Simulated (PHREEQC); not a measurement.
Buffer

Solution (20 °C): 0.0012 mol HF, 0.075 mol Na2SO4 and 0.00016 mol KCl per kg of water. Closed to the air; pH follows from the charge balance.

Computed with PHREEQC (ion-association model, phreeqc.dat).

No solid was allowed to form.

Predict the pH, ionic strength.

pH 3.55; ionic strength 0.200 mol/kgw.

In which forms is F present?

F- 77 %, HF 20 %, NaF 3.1 % of the F.

Species that the database lacks are ignored.
